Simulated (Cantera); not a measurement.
Charge: 1 mol Ti, 12 mol H₂O, 1.2 mol H₂, equilibrated at 2175 K and 0.000100 bar.

Method: chemical equilibrium by Gibbs-energy minimisation in Cantera with the NASA 1993 tables (ideal gas, pure condensed phases). Candidate condensed phases: H₂O, Ti, TiO, TiO₂, Ti₂O₃, Ti₃O₅, Ti₄O₇; 12 gas species. The numbers say what is thermodynamically allowed, not how fast it happens.

Base state: H₂O 0.397, H 0.223, H₂ 0.209, OH 0.0570, O 0.0427, TiO₂ 0.0373, O₂ 0.0343, TiO 0.000447 (mole fractions); condensed: TiO₂(l).

Task: What changes in the equilibrium state with this change: temperature from 2175 K to 1248.15 K?

Result: 
| species | before | after |
|---|---|---|
| H₂O | 0.397 | 0.758 |
| H₂ | 0.209 | 0.242 |
| H | 0.223 | 2.31e-5 |
| OH | 0.0570 | 7.36e-7 |
| O | 0.0427 | <1e-9 |
| TiO₂ | 0.0373 | <1e-9 |
| O₂ | 0.0343 | <1e-9 |
| TiO | 0.000447 | <1e-9 |
| TiO₂(l), mol | 0.331 | 0 |
| TiO₂(rutile), mol | 0 | 1.00 |

Task: What changes in the equilibrium state with this change: temperature from 2175 K to 1900 K?

Result: 
```tsv
species	before	after
H₂O	0.397	0.722
H₂	0.209	0.227
H	0.223	0.0378
OH	0.0570	0.00989
TiO₂	0.0373	0.000315
O	0.0427	0.00124
O₂	0.0343	0.00172
TiO	0.000447	9.49e-7
TiO₂(l), mol	0.331	0
TiO₂(rutile), mol	0	0.996
```

Task: What changes in the equilibrium state with this change: pressure from 0.000100 bar to 0.00133 bar?

Result: 
```json
[
 {"species": "H₂O", "before": "0.397", "after": "0.671"},
 {"species": "H₂", "before": "0.209", "after": "0.227"},
 {"species": "H", "before": "0.223", "after": "0.0636"},
 {"species": "O", "before": "0.0427", "after": "0.00498"},
 {"species": "TiO₂", "before": "0.0373", "after": "0.00280"},
 {"species": "O₂", "before": "0.0343", "after": "0.00624"},
 {"species": "OH", "before": "0.0570", "after": "0.0253"},
 {"species": "TiO", "before": "0.000447", "after": "2.16e-5"},
 {"species": "TiO₂(l), mol", "before": "0.331", "after": "0.960"}
]
```
